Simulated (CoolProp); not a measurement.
Vapour-liquid equilibrium of nitrogen (1) + carbon monoxide (2) at 17.8 bar; x and y are mole fractions of (1).

The numbers come from the multi-fluid Helmholtz-energy mixture model, Span 2000 and Lemmon 2006; pair parameters Gernert 2013 in CoolProp.

```tsv
x	bubble temperature (K)	y at the bubble point	dew temperature at overall composition x (K)	liquid density (mol/L)
0.05	118.7	0.060	118.7	20.84
0.15	118.0	0.177	118.1	20.88
0.25	(withheld)	0.289	117.5	20.92
0.35	(withheld)	0.395	117.0	20.95
0.45	116.1	0.497	(withheld)	20.99
0.55	115.5	0.594	115.8	(withheld)
0.65	115.0	(withheld)	115.2	21.05
0.75	114.5	0.779	114.6	21.08
0.85	114.0	0.868	114.1	21.11
0.95	113.6	(withheld)	(withheld)	(withheld)
```

Task: Some entries are withheld; supply them.

Result: 
- 0.25, bubble temperature (K): 117.3
- 0.35, bubble temperature (K): 116.7
- 0.45, dew temperature at overall composition x (K): 116.4
- 0.55, liquid density (mol/L): 21.02
- 0.65, y at the bubble point: 0.688
- 0.95, y at the bubble point: 0.956
- 0.95, dew temperature at overall composition x (K): 113.7
- 0.95, liquid density (mol/L): 21.15

No azeotrope shows between x = 0.05 and 0.95.

Pair parameters are fitted to limited data, so mixtures are less certain than the pure fluids.
